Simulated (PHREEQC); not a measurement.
Dissolve 6.5 mmol/kgw HF and 9.1 mmol/kgw NH4F at 20 °C. Closed to the air; pH follows from the charge balance.

The numbers come from PHREEQC with the ion-association model, phreeqc.dat.

```tsv
quantity	before	after
pH	3.31	4.16
ionic strength (mol/kgw)	0.00964	0.0285
F- (mol/kgw)	0.00944	0.00958
HF (mol/kgw)	0.00576	0.000761
HF2- (mol/kgw)	0.000200	2.68e-5
```

Name the change that produced these shifts.
A. HF replaced by (NH4)2SiF6 at the same molality
B. NH4F from 0.0091 to 0.00182 mol/kgw
C. NH4F from 0.0091 to 0.00819 mol/kgw
D. diluted 10-fold with water
E. NH4F left out

A, HF replaced by (NH4)2SiF6 at the same molality

Precipitation was switched off in this run. Some of these states are supersaturated (in Quartz (slow to form), for instance). SiF6-2 is the database's only silicon fluoride.
